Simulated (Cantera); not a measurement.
Input: 1 mol FeS, 90 mol H2, 0.052 mol H2O, at 1125 K and 1.33 mbar.

Equilibrium computed with Cantera from the NASA thermochemical tables; the gas is ideal and each condensed phase is pure. Candidate condensed phases: Fe, FeO, Fe(OH)2, Fe(OH)3, FeS, FeSO4, FeS2, Fe2O3, Fe2(SO4)3, Fe3O4, H2O, H2SO4, S; 22 gas species. Mutual solubility and eutectic melting of coexisting phases are not modelled. FeS: taken at fixed stoichiometry. Equilibrium is a limit: real reactors are often held back by kinetics, nucleation or transport.

What is the equilibrium state?


| Property | Value |
|---|---|
| x(H2) | 0.997 |
| x(H2S) | 0.00268 |
| x(H2O) | 0.000577 |
| x(SH) | 4.01e-6 |
| x(S2) | 3.27e-6 |
| x(H) | 1.21e-6 |
| n(Fe(α)) | 0.243 mol |
| n(FeS(s)) | 0.757 mol |
| gas amount | 90.05 mol |
| log10 activity of S(l) (absent) | -4.84 |
| log10 activity of Fe(OH)2(s) (absent) | -13.83 |
| log10 activity of Fe(OH)3(s) (absent) | -23.29 |
